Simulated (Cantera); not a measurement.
**Transport properties of process gases**

Gas mixture: 100 % NO, at 0.0500 bar, frozen composition.

Cantera's kinetic-theory transport with the Lennard-Jones parameters of GRI-Mech 3.0, ideal gas; thermal conductivity in the multicomponent form. The composition is frozen, though it would react at the higher temperatures.

```csv
T (K),ρ (kg/m³),cp (J/kg/K),μ (µPa s),λ (mW/m/K),Pr,D (cm²/s) H₂,D (cm²/s) CO₂,D (cm²/s) H
400,0.0451,998.6,23.1,32.5,0.711,25.7,5.29,41.2
550,0.0328,1028,28.9,41.9,0.709,43.8,9.28,71.4
700,0.0258,1067,34.0,51.2,0.708,65.4,14.1,108
850,0.0212,1104,38.6,60.2,0.708,90.3,19.6,149
1000,0.0180,1133,42.9,68.8,0.707,118,25.8,196
1150,0.0157,1153,47.0,76.7,0.707,149,32.7,248
1300,0.0139,1171,50.9,84.4,0.707,183,40.1,304
1450,0.0124,1186,54.7,91.8,0.707,219,48.2,365
```
D: mixture-averaged diffusion coefficient of that species in the mixture.
